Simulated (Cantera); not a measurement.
**Premixed flame**

A freely propagating, adiabatic, planar premixed flame of 17.6 % H2, 17.3 % O2, 65.1 % N2, equivalence ratio 0.51, unburnt at 325 K and 5.63 atm; multicomponent transport, grid criteria slope 0.08 and curve 0.16, no radiation.

Model: the H2/O2 subset of GRI-Mech 3.0, which has no nitrogen chemistry, integrated in Cantera. The hydrogen kinetics of GRI-Mech 3.0 are dated; newer H2 mechanisms differ, most at raised pressure. Burning velocities carry a grid error of a few per cent, more on coarse grids. Lean hydrogen flames are cellular in practice and burn faster than this planar one.

```
z (mm)   T (K)  u (m/s)      x H2    x O2       x H      x OH       x O     x H2O
-------  -----  -------  --------  ------  --------  --------  --------  --------
-0.458     326    0.166     0.169   0.174     <1e-8     <1e-8     <1e-8  0.000101
-0.306     337    0.169     0.153   0.177     <1e-8     <1e-8     <1e-8   0.00136
-0.229     367    0.180     0.133   0.180     <1e-8     <1e-8     <1e-8   0.00588
-0.153     476    0.228    0.0996   0.178     <1e-8     <1e-8     <1e-8    0.0234
-0.0764    828    0.387    0.0544   0.159   8.81e-8   1.68e-7   4.02e-7    0.0760
-0.0382   1130    0.527    0.0313   0.137   3.45e-5   5.43e-5   3.95e-5     0.118
0         1426    0.665    0.0121   0.113  0.000292  0.000781  0.000432     0.159
0.0382    1571    0.734   0.00355   0.101  0.000236   0.00158  0.000539     0.179
0.0764    1620    0.757   0.00117  0.0973   8.65e-5   0.00148  0.000312     0.185
0.153     1643    0.768  0.000228  0.0964   1.13e-5  0.000887   8.69e-5     0.187
0.306     1649    0.771   3.07e-5  0.0963   8.73e-7  0.000423   1.76e-5     0.188
0.611     1650    0.771   5.41e-6  0.0964   1.27e-7  0.000236   5.35e-6     0.188
1.22      1651    0.771   3.15e-6  0.0964   7.07e-8  0.000193   3.56e-6     0.188
```
x: mole fraction of selected species; z is measured from the peak of heat release.

```
Quantity                      Value
------------------------  ---------
laminar burning velocity  16.7 cm/s
thermal thickness          0.153 mm
peak x(H)                  0.000322
peak x(OH)                  0.00162
peak x(O)                  0.000577
grid points                     118
```
